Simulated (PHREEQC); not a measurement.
Solution (25 °C): 0.098 mol ZnSO4, 0.029 mol KCl and 0.045 mol H2SO4 per kg of water. Closed to the air; pH follows from the charge balance.

The numbers come from PHREEQC with the ion-association model, phreeqc.dat.

Task: The ionic strength comes out as 0.284 mol/kgw. What activity coefficients do Cl-, Zn(SO4)2-2, HSO4-, H+, KSO4- get?

Result: Cl- 0.69, Zn(SO4)2-2 0.29, HSO4- 0.73, H+ 0.78, KSO4- 0.72.

This is a speciation only: nothing precipitates in the calculation. Complexes and solids missing from the database can't appear.
